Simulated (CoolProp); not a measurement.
A simple Rankine cycle with R1233zd(E): condensing at 316.15 K, boiler at 1.16 MPa, turbine inlet 383.2 K, turbine efficiency 0.8, pump efficiency 0.7, no recuperator. Each further row changes one setting.

Computed with CoolProp (reference Helmholtz-energy equation of state, Akasaka 2022).

| case | thermal efficiency (%) | net work (kJ/kg) | heat in (kJ/kg) | turbine exit temperature (K) | volume ratio over the turbine |
|---|---|---|---|---|---|
| as stated | 10.7 | 24.0 | 224 | 338.0 | 5.20 |
| turbine inlet 403.2 K | 10.7 | 26.2 | 246 | 359.5 | ? |
| condensing temperature 308.15 K | 11.9 | ? | 234 | ? | 6.69 |
| boiler pressure 0.812 MPa | 8.6 | ? | ? | 350.7 | 3.46 |
| turbine efficiency 0.7 | 9.3 | 20.8 | 224 | 341.6 | 5.27 |

Question: What belongs in the gaps?

Answer: 
- turbine inlet 403.2 K, volume ratio over the turbine: 5.04
- condensing temperature 308.15 K, net work (kJ/kg): 27.9
- condensing temperature 308.15 K, turbine exit temperature (K): 332.2
- boiler pressure 0.812 MPa, net work (kJ/kg): 20.0
- boiler pressure 0.812 MPa, heat in (kJ/kg): 232
